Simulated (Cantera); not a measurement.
An isothermal, constant-pressure homogeneous reactor starts with 37.0 % NH₃, 63.0 % N₂, at 2050 K and 9500 Pa.

Detailed kinetics in Cantera: the gas-phase N/H chemistry of the illustrative SiF4/NH3 mechanism in the Surface Chemkin manual (1991). Walls and surfaces, which speed up NH3 decomposition in real reactors, are not modelled.

x: mole fraction; the columns are a selection and need not sum to one.

| t (s) | x NH₃ | x H | x NH₂ | x N₂H₄ | x N₂ | x H₂ | x N |
|---|---|---|---|---|---|---|---|
| 3.00e-6 | 0.370 | 6.64e-7 | 3.14e-6 | <1e-12 | 0.630 | 1.24e-6 | <1e-12 |
| 1.33e-5 | 0.370 | 7.13e-7 | 1.62e-5 | 7.00e-12 | 0.630 | 7.73e-6 | <1e-12 |
| 5.91e-5 | 0.370 | 7.17e-7 | 7.41e-5 | 1.59e-10 | 0.630 | 3.68e-5 | 2.94e-11 |
| 0.000262 | 0.370 | 8.38e-7 | 0.000326 | … | 0.630 | 0.000173 | 2.53e-9 |
| 0.00116 | 0.368 | 3.13e-6 | 0.00107 | … | 0.629 | 0.00137 | 3.13e-8 |
| 0.00516 | 0.360 | 1.41e-5 | 0.00117 | … | 0.628 | 0.0109 | 1.78e-7 |
| 0.0229 | 0.323 | 5.28e-5 | 0.000954 | … | 0.625 | 0.0510 | 6.79e-7 |
| 0.102 | 0.207 | 0.000186 | 0.000638 | … | 0.614 | 0.178 | 1.30e-6 |
| 0.451 | 0.0409 | 0.000605 | 0.000203 | … | 0.598 | 0.360 | 1.49e-6 |
| 2.00 | 4.77e-5 | 0.00438 | 1.54e-6 | <1e-12 | 0.593 | 0.402 | 5.08e-7 |

Fill in the missing entries.


- 0.000262, x N₂H₄: 3.13e-9
- 0.00116, x N₂H₄: 3.38e-8
- 0.00516, x N₂H₄: 4.03e-8
- 0.0229, x N₂H₄: 2.70e-8
- 0.102, x N₂H₄: 1.20e-8
- 0.451, x N₂H₄: 1.22e-9
